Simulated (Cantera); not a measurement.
# Stirred combustor or abatement burner

A perfectly stirred reactor is fed with 1.64 % C3H8, 20.6 % O2, 77.3 % N2, 0.526 % H2O, equivalence ratio 0.40, at 4.93 atm; it is adiabatic with a 325 K inlet, and is followed from long to short residence time, starting on the burning branch (τ in s: 0.04, 0.02, 0.01, 0.0051, 0.0025, 0.0013, 0.00064, 0.00032, 0.00016, 8e-05, 4e-05, 2e-05).

Computed with Cantera and GRI-Mech 3.0 (53 species, 325 reactions). GRI-Mech 3.0 was tuned for natural gas; its chemistry of propane as a main component is partial and can be far from experiment.

```csv
τ (s),T (K),x C3H8,x O2,x CH2CO,x H2O,x NO,x C2H,x OH
0.040,1274,5.01e-5,0.124,6.26e-5,0.0690,3.57e-8,5.59e-12,1.52e-5
0.020,325,0.0164,0.206,<1e-12,0.00526,<1e-12,<1e-12,<1e-12
0.010,325,0.0164,0.206,<1e-12,0.00526,<1e-12,<1e-12,<1e-12
0.0051,325,0.0164,0.206,<1e-12,0.00526,<1e-12,<1e-12,<1e-12
0.0025,325,0.0164,0.206,<1e-12,0.00526,<1e-12,<1e-12,<1e-12
0.0013,325,0.0164,0.206,<1e-12,0.00526,<1e-12,<1e-12,<1e-12
0.00064,325,0.0164,0.206,<1e-12,0.00526,<1e-12,<1e-12,<1e-12
0.00032,325,0.0164,0.206,<1e-12,0.00526,<1e-12,<1e-12,<1e-12
0.00016,325,0.0164,0.206,<1e-12,0.00526,<1e-12,<1e-12,<1e-12
8.0e-5,325,0.0164,0.206,<1e-12,0.00526,<1e-12,<1e-12,<1e-12
4.0e-5,325,0.0164,0.206,<1e-12,0.00526,<1e-12,<1e-12,<1e-12
2.0e-5,325,0.0164,0.206,<1e-12,0.00526,<1e-12,<1e-12,<1e-12
```
x: mole fraction; the columns are a selection and need not sum to one.
